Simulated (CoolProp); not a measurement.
Computed with CoolProp (reference Helmholtz-energy equation of state, Smukala 2000).

Question: For ethylene, give the phase and the speed of sound (m/s) at 289.5 K and 0.142 MPa.

Answer: 
- 289.5 K and 0.142 MPa: gas; speed of sound 325
